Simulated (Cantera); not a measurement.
A jet of H₂ : O₂ : N₂ = 0.015 : 0.16 : 0.79 (molar parts) at 300 K and 0.158 atm hits a platinum plate 6.2 cm away at a mass flux of 0.026 kg/m²/s; the plate temperature is set and raised in steps from an oxygen-covered start.

Model: Deutschmann's 1995 Pt surface mechanism with GRI-Mech 3.0 gas chemistry, integrated in Cantera. Catalytic surfaces can have several steady states; this one follows from the mechanism file's or the stated starting coverage.

One state of this run: wall x H₂ = 0.00128; wall x O₂ = 0.151; wall x H₂O = 0.0272; wall x OH = <1e-8; θ free Pt = 0.0237; θ O* = 0.974; θ OH* = 0.00198. x: mole fraction at the wall; θ: surface coverage.

Question: Which value of plate T (K) does it belong to?
(A) 800
(B) 700
(C) 900
(D) 850

Answer: B, 700
